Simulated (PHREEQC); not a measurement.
1 kg of water holding 14 mmol/kgw K2SO4, 140 mmol/kgw K2CO3 and 140 mmol/kgw KCl is evaporated at 25 °C; the solids stay in contact with the brine. CO2 is held at log p = -3.4 (atm). Only these solids could form: Arcanite, Kalicinite, Misenite, Sylvite.

The series has 28 steps of water left (kg), from 0.9994 to 0.002762.

Equilibrium calculation in PHREEQC: Pitzer model, pitzer.dat.

### Question
Which solids form, in which order, and at which step of the series does each first stand?

### Answer
Arcanite from water left = 0.1154 kg (pH 10.33); Sylvite from water left = 0.05258 kg (pH 10.65); Kalicinite from water left = 0.02904 kg (pH 10.95).

Species that the database lacks are ignored.
